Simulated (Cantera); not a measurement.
A freely propagating, adiabatic, planar premixed flame of H₂ : O₂ : N₂ = 1 : 0.581 : 2.19 (molar parts), equivalence ratio 0.86, unburnt at 550 K and 0.967 atm; mixture-averaged transport, grid criteria slope 0.08 and curve 0.16, no radiation.

Model: the H2/O2 subset of GRI-Mech 3.0, which has no nitrogen chemistry, integrated in Cantera. Burning velocities carry a grid error of a few per cent, more on coarse grids.

Question: Predict: laminar burning velocity; thermal thickness; peak x(H); peak x(H₂O₂); peak x(HO₂).

Answer: 
```json
{
 "laminar_burning_velocity": "556 cm/s",
 "thermal_thickness": "0.457 mm",
 "peak x(H)": "0.0446",
 "peak x(H₂O₂)": "2.38e-5",
 "peak x(HO₂)": "0.000332"
}
```
